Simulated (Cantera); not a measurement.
Feed: 1 mol SiH2Cl2, 14 mol NH3, 0.33 mol H2, 0.4 mol N2, at 7.50 Torr.

These are equilibrium values from Cantera (NASA tables, ideal gas, pure condensed phases), not measurements of a reactor. Candidate condensed phases: NH4Cl, Si, Si3N4; 28 gas species. Equilibrium is a limit: real reactors are often held back by kinetics, nucleation or transport. All values below are at 1050 K.

Base state: H2 0.710, N2 0.224, HCl 0.0665 (mole fractions); condensed: Si3N4(s).

What changes in the equilibrium state with this change: NH3 from 14 to 2.3 mol?


```
species         before    after
-------------  -------  -------
H2               0.710    0.576
HCl             0.0665    0.284
N2               0.224    0.135
SiCl4          5.65e-6  0.00399
SiCl3          2.38e-7  3.55e-5
SiHCl3         6.25e-7  8.40e-5
Si3N4(s), mol    0.333    0.324
```
The tables' values for SiCl3 are old estimates; treat these amounts as uncertain.
